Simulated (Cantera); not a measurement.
An isothermal, constant-pressure homogeneous reactor starts with 0.872 % H₂, 99.1 % O₂, equivalence ratio 0.0044, at 975 K and 10.00 Torr.

Computed with Cantera and GRI-Mech 3.0 (53 species, 325 reactions). Radical loss at walls, strong at low pressure, is not modelled.

x: mole fraction; the columns are a selection and need not sum to one.

```csv
t (s),x H₂,x O₂,x H,x O,x HO₂,x OH
0.000100,0.00872,0.991,3.11e-12,1.10e-12,4.18e-12,1.05e-12
0.000374,0.00872,0.991,7.26e-12,1.03e-11,1.57e-11,8.86e-12
0.00140,0.00872,0.991,2.22e-11,9.12e-11,5.99e-11,5.85e-11
0.00523,0.00872,0.991,4.51e-10,2.85e-9,2.81e-10,(withheld)
0.0196,0.00853,0.991,2.05e-5,0.000123,1.74e-6,(withheld)
0.0731,3.16e-5,0.988,0.000168,0.00270,1.72e-6,(withheld)
0.273,4.75e-6,0.991,1.33e-5,0.000529,7.44e-7,(withheld)
1.02,4.54e-7,0.991,4.60e-7,5.64e-5,2.06e-7,(withheld)
3.82,3.74e-8,0.991,1.36e-8,5.33e-6,3.84e-8,(withheld)
14.3,3.88e-9,0.991,5.64e-10,6.38e-7,6.30e-9,(withheld)
53.5,5.75e-10,0.991,3.76e-11,1.05e-7,1.18e-9,(withheld)
200,1.12e-10,0.991,3.51e-12,2.16e-8,2.84e-10,(withheld)
```

Problem. Fill in the missing entries.

Solution. 
- 0.00523, x OH: 1.47e-9
- 0.0196, x OH: 6.20e-5
- 0.0731, x OH: 0.000201
- 0.273, x OH: 8.14e-5
- 1.02, x OH: 2.65e-5
- 3.82, x OH: 8.26e-6
- 14.3, x OH: 2.87e-6
- 53.5, x OH: 1.17e-6
- 200, x OH: 5.28e-7
